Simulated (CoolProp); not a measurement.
Saturation properties of n-perfluorohexane (Tc = 448.0 K, pc = 1.742 MPa, ω = 0.497).

Model: reference Helmholtz-energy equation of state, Gao 2022, in CoolProp.

```
T (K)  p (MPa)  vapour density (kg/m³)  enthalpy of vaporisation (kJ/kg)
-----  -------  ----------------------  --------------------------------
325.5  0.08594                   11.36                             85.82
338.5   0.1328                   17.26                             82.09
351.5   0.1973                   25.41                             78.11
364.5   0.2835                   36.49                             73.81
377.6   0.3969                   51.57                             69.06
390.6   0.5405                   71.82                             63.78
403.6   0.7210                   99.69                             57.72
416.6   0.9450                   139.7                             50.42
429.6    1.222                   202.8                             40.88
```

It boils at 330.3 K under 1 atm.
